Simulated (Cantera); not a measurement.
Feed: 1 mol Si(CH3)4, 0.14 mol C3H8, 110 mol H2, 0.023 mol C2H2, at 2.70 Torr.

Method: chemical equilibrium by Gibbs-energy minimisation in Cantera with the NASA 1993 tables (ideal gas, pure condensed phases). Candidate condensed phases: C, C6H6, C7H8, C8H18, Si, SiC; 87 gas species. Gases not in the tables: Si2H6 and higher silanes. Rates play no part.

Which condensed phases are stable at each of these points (T (°C)): 1302, 1402, 1502, 1602, 1702, 1802, 1902, 2002, 2102, 2202, 2302?


| T (°C) | condensed phases | Si condensed (%) |
|---|---|---|
| 1302 | C(graphite) + SiC(s) | 100.0 |
| 1402 | C(graphite) + SiC(s) | 100.0 |
| 1502 | C(graphite) + SiC(s) | 99.8 |
| 1602 | C(graphite) + SiC(s) | 98.9 |
| 1702 | C(graphite) + SiC(s) | 94.0 |
| 1802 | C(graphite) + SiC(s) | 71.6 |
| 1902 | C(graphite) | 0.0 |
| 2002 | C(graphite) | 0.0 |
| 2102 | C(graphite) | 0.0 |
| 2202 | C(graphite) | 0.0 |
| 2302 | C(graphite) | 0.0 |

From 1302 °C to 1802 °C the condensed part is C(graphite) + SiC(s). From 1902 °C to 2302 °C the condensed part is C(graphite).
